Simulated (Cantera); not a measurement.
Charge: 1 mol HCl, 0.19 mol H2, held at 1.33 mbar.

Equilibrium computed with Cantera from the NASA thermochemical tables; the gas is ideal and each condensed phase is pure. The numbers say what is thermodynamically allowed, not how fast it happens. All values below are at 2200 °C.

Base state: Cl 0.318, HCl 0.288, H 0.240, H2 0.154, Cl2 1.31e-5 (mole fractions); condensed: gas only.

### Question
What changes in the equilibrium state with this change: HCl replaced by HBr?

### Answer
```json
[
 {"species": "Br", "before": "0", "after": "0.486"},
 {"species": "H", "before": "0.240", "after": "0.276"},
 {"species": "H2", "before": "0.154", "after": "0.204"},
 {"species": "Cl", "before": "0.318", "after": "0"},
 {"species": "HCl", "before": "0.288", "after": "0"},
 {"species": "HBr", "before": "0", "after": "0.0336"},
 {"species": "Cl2", "before": "1.31e-5", "after": "0"}
]
```
Further candidate phases: Br2.
